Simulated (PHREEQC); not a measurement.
A solution holds 0.043 mol Cu(NO3)2, 4.6e-05 mol H2SO4 and 0.016 mol H3BO3 per kg of water, at 25 °C. Closed to the air; pH follows from the charge balance.

The numbers come from PHREEQC with the ion-association model, phreeqc.dat.

**Question.** The ionic strength comes out as 0.129 mol/kgw. What activity coefficients do NO3-, CuOH+, Cu2(OH)2+2, SO4-2, Cu+2 get?

**Answer.** NO3- 0.73, CuOH+ 0.75, Cu2(OH)2+2 0.35, SO4-2 0.34, Cu+2 0.37.

This is a speciation only: nothing precipitates in the calculation.
